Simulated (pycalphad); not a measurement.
CALPHAD calculation (pycalphad, COST 507 light-alloy database (1999)), 1 atm. The data set is of 1999 and partly superseded. Kinetics are ignored, which matters at the lower temperatures.

**N-55.68B (wt.%): equilibrium cooling sequence**

| T (K) | phases above | phases below |
|---|---|---|
| 2669.8 | gas + liquid | BN_HP4 + liquid |
| 2348.0 | BN_HP4 + liquid | β-boron + BN_HP4 |

Changes were sought between steps of 100 K, so a narrower field can be missed. At the top of the range, 3700 K, the alloy is not yet fully liquid: it holds liquid + gas.

Database names, with the compositions (at.%) that they take in these runs: BN_HP4: N 50 B 50.
